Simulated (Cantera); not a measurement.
A closed system holds: 1 mol Si3N4, 0.011 mol CO2, 23 mol H2, held at 1625 K and 1 atm.

Equilibrium computed with Cantera from the NASA thermochemical tables; the gas is ideal and each condensed phase is pure. Candidate condensed phases: C, C6H6, C7H8, C8H18, H2O, Si, SiC, SiO2, Si2N2O, Si3N4; 151 gas species. Mutual solubility and eutectic melting of coexisting phases are not modelled. The numbers say what is thermodynamically allowed, not how fast it happens.

Base state: H2 0.999, N2 0.000629, H 7.01e-5, CH4 2.12e-5, SiO 1.26e-5 (mole fractions); condensed: SiC(s) + Si2N2O(s) + Si3N4(s).

### Question
What changes in the equilibrium state with this change: temperature from 1625 K to 1325 K?

### Answer
```tsv
species	before	after
H2	0.999	0.999
CH4	2.12e-5	0.000478
N2	0.000629	0.000318
H	7.01e-5	1.62e-6
SiO	1.26e-5	<1e-9
SiC(s), mol	0.0105	0
Si2N2O(s), mol	0.0217	0.0220
Si3N4(s), mol	0.982	0.985
```

### Question
What changes in the equilibrium state with this change: temperature from 1625 K to 2023 K?

### Answer
```
species           before     after
--------------  --------  --------
H2                 0.999     0.917
N2              0.000629    0.0797
H                7.01e-5   0.00181
SiO              1.26e-5  0.000681
HNC              2.09e-8   1.23e-5
Si               1.29e-7   5.62e-5
CO               8.07e-7  0.000197
HCN              8.54e-7  0.000208
SiH              2.58e-7   3.48e-5
SiC(s), mol       0.0105         0
Si2N2O(s), mol    0.0217         0
Si3N4(s), mol      0.982         0
Si(l), mol             0      2.98
```
Gases not in the tables: Si2H6 and higher silanes.

### Question
What changes in the equilibrium state with this change: temperature from 1625 K to 1050 K?

### Answer
```tsv
species	before	after
H2	0.999	0.999
CH4	2.12e-5	0.000478
N2	0.000629	0.000315
H	7.01e-5	8.05e-9
SiO	1.26e-5	<1e-9
SiC(s), mol	0.0105	0
Si2N2O(s), mol	0.0217	0.0220
Si3N4(s), mol	0.982	0.985
```
